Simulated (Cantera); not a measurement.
Input: 1 mol Zr, 9.4 mol O₂, 66 mol N₂, at 10.0 Pa.

Cantera equilibrium calculation (NASA polynomials, part measured and part estimated; ideal gas, pure solids and liquids). Candidate condensed phases: Zr, ZrN, ZrO₂; 13 gas species. The numbers say what is thermodynamically allowed, not how fast it happens.

Which condensed phases are stable at each of these points (T (K)): 1698, 1798, 1898, 1998, 2098, 2198, 2298, 2398, 2498, 2598?


```tsv
T (K)	condensed phases	Zr condensed (%)
1698	ZrO₂(tetragonal)	100.0
1798	ZrO₂(tetragonal)	100.0
1898	ZrO₂(tetragonal)	100.0
1998	ZrO₂(tetragonal)	100.0
2098	ZrO₂(tetragonal)	100.0
2198	ZrO₂(tetragonal)	99.8
2298	ZrO₂(tetragonal)	98.9
2398	ZrO₂(tetragonal)	94.0
2498	ZrO₂(tetragonal)	71.0
2598	gas only	0.0
```

From 1698 K to 2498 K the condensed part is ZrO₂(tetragonal). At 2598 K nothing is condensed.
